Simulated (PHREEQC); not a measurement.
A solution holds 0.017 mol/kgw Na3PO4, 0.63 mol/kgw NaHSO4 and 0.0011 mol/kgw CaBr2, at 20 °C. Closed to the air; pH follows from the charge balance.

Equilibrium calculation in PHREEQC: ion-association model, phreeqc.dat.

```
Item                       Value
-----------------  -------------
pH                          0.85
ionic strength     0.947 mol/kgw
activity of water          0.976
density              1.055 g/cm³
total alkalinity     -596 meq/kg
```

| species | molality | activity | log γ |
|---|---|---|---|
| Na+ | 0.600 | 0.439 | -0.136 |
| HSO4- | 0.392 | 0.307 | -0.106 |
| H+ | 0.188 | 0.141 | -0.127 |
| SO4-2 | 0.157 | 0.0250 | -0.797 |
| NaSO4- | 0.0808 | 0.0533 | -0.181 |
| H3PO4 | 0.0155 | 0.0193 | 0.095 |

This is a speciation only: nothing precipitates in the calculation. The ionic strength is past about 0.7 mol/kgw, beyond the range of this activity model, so the values are rough. Complexes and solids missing from the database can't appear.
